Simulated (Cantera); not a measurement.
Charge: 1 mol Ta, 0.011 mol O₂, 3 mol H₂, equilibrated at 2850 Torr.

These are equilibrium values from Cantera (NASA tables, ideal gas, pure condensed phases), not measurements of a reactor. Candidate condensed phases: H₂O, Ta, Ta₂O₅; 12 gas species. Mutual solubility and eutectic melting of coexisting phases are not modelled. Condensed phases not in the tables: N, O or C dissolved in the metal. The numbers say what is thermodynamically allowed, not how fast it happens.

log p: log10 of the partial pressure in bar; n: condensed amount in mol.

```tsv
T (K)	log p H₂	log p H	log p H₂O	log p TaO₂	n Ta(s)	n Ta₂O₅(s)	n Ta₂O₅(l)
1023	0.58	-8.09	-5.95	<-11	0.991	0.00440	0
1223	0.58	…	…	<-11	0.991	0.00440	0
1423	0.58	-4.89	-3.73	<-11	0.991	0.00437	0
1623	0.58	-3.87	-3.05	-9.52	0.991	0.00426	0
1823	0.58	…	…	…	0.992	…	0
2023	0.58	-2.43	-2.12	-5.81	0.994	0.00319	0
2223	0.58	-1.91	-1.83	-4.56	0.996	0	0.00205
2423	0.57	-1.46	-1.61	-3.56	0.999	0	0.000382
2623	0.57	-1.09	-1.60	-3.06	0.999	0	0
```

Problem. Fill in the missing entries.

Solution. 
- 1823, log p H: -3.07
- 1823, log p H₂O: -2.53
- 1823, log p TaO₂: -7.45
- 1823, n Ta₂O₅(s): 0.00393
- 1223, log p H: -6.23
- 1223, log p H₂O: -4.65
